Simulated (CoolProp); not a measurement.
A simple Rankine cycle with R1233zd(E): condensing at 310.15 K, boiler at 0.67 MPa, turbine inlet 355.9 K, turbine efficiency 0.8, pump efficiency 0.8, no recuperator. Each further row changes one setting.

Values from CoolProp's reference Helmholtz-energy equation of state, Akasaka 2022.

```json
[
 {"case": "as stated", "thermal efficiency (%)": "8.6", "net work (kJ/kg)": "…", "heat in (kJ/kg)": "215", "turbine exit temperature (K)": "324.0", "volume ratio over the turbine": "3.47"},
 {"case": "turbine inlet 375.9 K", "thermal efficiency (%)": "8.6", "net work (kJ/kg)": "20.0", "heat in (kJ/kg)": "234", "turbine exit temperature (K)": "344.6", "volume ratio over the turbine": "…"},
 {"case": "condensing temperature 302.15 K", "thermal efficiency (%)": "10.0", "net work (kJ/kg)": "…", "heat in (kJ/kg)": "224", "turbine exit temperature (K)": "318.0", "volume ratio over the turbine": "…"},
 {"case": "boiler pressure 0.469 MPa", "thermal efficiency (%)": "6.3", "net work (kJ/kg)": "13.8", "heat in (kJ/kg)": "…", "turbine exit temperature (K)": "334.4", "volume ratio over the turbine": "2.38"},
 {"case": "turbine efficiency 0.7", "thermal efficiency (%)": "7.5", "net work (kJ/kg)": "16.1", "heat in (kJ/kg)": "215", "turbine exit temperature (K)": "326.8", "volume ratio over the turbine": "3.51"}
]
```

Task: What belongs in the gaps?

Result: 
- as stated, net work (kJ/kg): 18.5
- turbine inlet 375.9 K, volume ratio over the turbine: 3.41
- condensing temperature 302.15 K, net work (kJ/kg): 22.5
- condensing temperature 302.15 K, volume ratio over the turbine: 4.51
- boiler pressure 0.469 MPa, heat in (kJ/kg): 219
